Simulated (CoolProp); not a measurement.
The numbers come from the reference Helmholtz-energy equation of state, Wagner 2002 in CoolProp.

### Question
For water, give the phase and the cv (kJ/(kg K)), speed of sound (m/s), Joule-Thomson coefficient (K/MPa), expansivity (1/kK) at 300.2 K and 0.289 MPa.

### Answer
- 300.2 K and 0.289 MPa: liquid; cv 4.13, speed of sound 1500, Joule-Thomson coefficient -0.220, expansivity 0.277
